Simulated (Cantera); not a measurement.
A closed system holds: 1 mol SiCl4, 20 mol NH3, equilibrated at 1623 K and 5.63 Torr.

These are equilibrium values from Cantera (NASA tables, ideal gas, pure condensed phases), not measurements of a reactor. Candidate condensed phases: NH4Cl, Si, Si3N4; 28 gas species. The tables' values for SiCl3, SiCl are old estimates; treat these amounts as uncertain. Rates play no part.

Question: What is the equilibrium state?

Answer: 
- x(H2): 0.683
- x(N2): 0.232
- x(HCl): 0.0734
- x(SiCl2): 0.0111
- x(H): 0.000660
- x(SiCl3): 0.000103
- x(Cl): 5.59e-5
- x(SiCl): 1.79e-5
- x(Si): 8.38e-6
- n(Si3N4(s)): 0.177 mol
- gas amount: 41.66 mol
- log10 activity of Si(s) (absent): -0.40
